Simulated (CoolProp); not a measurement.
Aqueous lithium chloride as a coolant, 22 % by mass, freezing at -53.6 °C, 1 atm.

Computed with CoolProp (Melinder's fits for secondary coolants).

```json
[
 {"T (°C)": "-0.1", "cp (kJ/(kg K))": "3.067", "viscosity (mPa s)": "3.93", "density (kg/m³)": "1133", "Prandtl number": "23.1"},
 {"T (°C)": "2.6", "cp (kJ/(kg K))": "3.085", "viscosity (mPa s)": "3.62", "density (kg/m³)": "1133", "Prandtl number": "21.3"},
 {"T (°C)": "5.3", "cp (kJ/(kg K))": "3.102", "viscosity (mPa s)": "3.34", "density (kg/m³)": "1132", "Prandtl number": "19.6"},
 {"T (°C)": "8", "cp (kJ/(kg K))": "3.120", "viscosity (mPa s)": "3.10", "density (kg/m³)": "1131", "Prandtl number": "18.2"},
 {"T (°C)": "10.6", "cp (kJ/(kg K))": "3.137", "viscosity (mPa s)": "2.89", "density (kg/m³)": "1131", "Prandtl number": "16.9"},
 {"T (°C)": "13.3", "cp (kJ/(kg K))": "3.154", "viscosity (mPa s)": "2.70", "density (kg/m³)": "1130", "Prandtl number": "15.8"},
 {"T (°C)": "16", "cp (kJ/(kg K))": "3.172", "viscosity (mPa s)": "2.53", "density (kg/m³)": "1129", "Prandtl number": "14.8"},
 {"T (°C)": "18.7", "cp (kJ/(kg K))": "3.189", "viscosity (mPa s)": "2.38", "density (kg/m³)": "1128", "Prandtl number": "13.9"},
 {"T (°C)": "21.4", "cp (kJ/(kg K))": "3.206", "viscosity (mPa s)": "2.24", "density (kg/m³)": "1128", "Prandtl number": "13.1"},
 {"T (°C)": "24.1", "cp (kJ/(kg K))": "3.224", "viscosity (mPa s)": "2.11", "density (kg/m³)": "1127", "Prandtl number": "12.3"},
 {"T (°C)": "26.8", "cp (kJ/(kg K))": "3.241", "viscosity (mPa s)": "2.00", "density (kg/m³)": "1126", "Prandtl number": "11.6"},
 {"T (°C)": "29.4", "cp (kJ/(kg K))": "3.258", "viscosity (mPa s)": "1.90", "density (kg/m³)": "1125", "Prandtl number": "11.1"},
 {"T (°C)": "32.1", "cp (kJ/(kg K))": "3.275", "viscosity (mPa s)": "1.81", "density (kg/m³)": "1124", "Prandtl number": "10.5"}
]
```
